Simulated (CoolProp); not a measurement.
Vapour-liquid equilibrium of R125 (1) + fluoroethane (R161) (2) at 0.12 MPa; x and y are mole fractions of (1).

Values from CoolProp's multi-fluid Helmholtz-energy mixture model, Lemmon 2005 and Wu 2012; pair parameters Bell 2016.

```json
[
 {"x": "0.05", "bubble temperature, mixture model (°C)": "-34.3", "bubble temperature, Raoult's law (°C)": "-34.5", "y, mixture model": "___", "y, Raoult's law": "0.079"},
 {"x": "0.125", "bubble temperature, mixture model (°C)": "-35.2", "bubble temperature, Raoult's law (°C)": "-35.5", "y, mixture model": "0.181", "y, Raoult's law": "0.189"},
 {"x": "0.2", "bubble temperature, mixture model (°C)": "-36.2", "bubble temperature, Raoult's law (°C)": "-36.4", "y, mixture model": "0.290", "y, Raoult's law": "0.289"},
 {"x": "0.275", "bubble temperature, mixture model (°C)": "___", "bubble temperature, Raoult's law (°C)": "-37.4", "y, mixture model": "___", "y, Raoult's law": "0.382"},
 {"x": "0.35", "bubble temperature, mixture model (°C)": "-38.4", "bubble temperature, Raoult's law (°C)": "-38.2", "y, mixture model": "0.485", "y, Raoult's law": "0.468"},
 {"x": "0.425", "bubble temperature, mixture model (°C)": "-39.5", "bubble temperature, Raoult's law (°C)": "-39.1", "y, mixture model": "___", "y, Raoult's law": "0.548"},
 {"x": "0.5", "bubble temperature, mixture model (°C)": "-40.5", "bubble temperature, Raoult's law (°C)": "-39.9", "y, mixture model": "0.639", "y, Raoult's law": "0.621"},
 {"x": "0.575", "bubble temperature, mixture model (°C)": "-41.3", "bubble temperature, Raoult's law (°C)": "-40.7", "y, mixture model": "___", "y, Raoult's law": "0.690"},
 {"x": "0.65", "bubble temperature, mixture model (°C)": "-42.1", "bubble temperature, Raoult's law (°C)": "-41.4", "y, mixture model": "0.760", "y, Raoult's law": "0.753"},
 {"x": "0.725", "bubble temperature, mixture model (°C)": "-42.8", "bubble temperature, Raoult's law (°C)": "-42.1", "y, mixture model": "0.812", "y, Raoult's law": "0.813"},
 {"x": "0.8", "bubble temperature, mixture model (°C)": "___", "bubble temperature, Raoult's law (°C)": "-42.8", "y, mixture model": "0.861", "y, Raoult's law": "0.868"},
 {"x": "0.875", "bubble temperature, mixture model (°C)": "___", "bubble temperature, Raoult's law (°C)": "-43.5", "y, mixture model": "___", "y, Raoult's law": "0.920"},
 {"x": "0.95", "bubble temperature, mixture model (°C)": "-44.3", "bubble temperature, Raoult's law (°C)": "-44.2", "y, mixture model": "0.962", "y, Raoult's law": "0.969"}
]
```

Task: Fill in the missing entries.

Result: 
- 0.05, y, mixture model: 0.071
- 0.275, bubble temperature, mixture model (°C): -37.3
- 0.275, y, mixture model: 0.392
- 0.425, y, mixture model: 0.567
- 0.575, y, mixture model: 0.703
- 0.8, bubble temperature, mixture model (°C): -43.4
- 0.875, bubble temperature, mixture model (°C): -43.9
- 0.875, y, mixture model: 0.910

The largest gap from Raoult's law is -0.7 K in bubble temperature, at x = 0.65. No azeotrope shows between x = 0.05 and 0.95.

Pair parameters are fitted to limited data, so mixtures are less certain than the pure fluids. The gap from Raoult's law changes sign with composition, which may be real or a fault of the pair parameters; it wasn't checked against measurements.
